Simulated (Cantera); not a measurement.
Equilibrium for carbon deposition, reforming and gasification: C2H5OH + O2

Charge: 1 mol C2H5OH, 1.9 mol O2, held at 2773.15 K and 26300 Torr.

Method: chemical equilibrium by Gibbs-energy minimisation in Cantera with the NASA 1993 tables (ideal gas, pure condensed phases). Candidate condensed phases: C, C6H6, C7H8, C8H18, H2O; 110 gas species. The ideal-gas law is rough above about 30 bar. Kinetics and transport are ignored.

```
Quantity                                   Result
--------------------------------------  ---------
x(H2O)                                      0.438
x(CO)                                       0.283
x(H2)                                       0.155
x(CO2)                                      0.116
x(H)                                      0.00495
x(OH)                                     0.00383
x(O2)                                     8.76e-5
x(O)                                      7.72e-5
x(HCO)                                    4.87e-6
gas amount                              5.023 mol
log10 activity of C(graphite) (absent)      -4.33
```
